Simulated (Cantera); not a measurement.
A closed system holds: 1 mol CH2F2, 1 mol H2, held at 75.0 Torr.

Equilibrium computed with Cantera from the NASA thermochemical tables; the gas is ideal and each condensed phase is pure. Candidate condensed phases: C, C6H6, C7H8, C8H18; 95 gas species. The numbers say what is thermodynamically allowed, not how fast it happens.

Problem. Which condensed phases are stable at each of these points (T (K)): 1123, 1323, 1523, 1723, 1923, 2123, 2323, 2523, 2723, 2923, 3123, 3323?

Solution. 
```tsv
T (K)	condensed phases	C condensed (%)
1123	C(graphite)	99.9
1323	C(graphite)	100.0
1523	C(graphite)	100.0
1723	C(graphite)	100.0
1923	C(graphite)	99.9
2123	C(graphite)	99.7
2323	C(graphite)	99.1
2523	C(graphite)	97.8
2723	C(graphite)	95.4
2923	C(graphite)	90.5
3123	C(graphite)	73.2
3323	gas only	0.0
```

From 1123 K to 3123 K the condensed part is C(graphite). At 3323 K nothing is condensed.
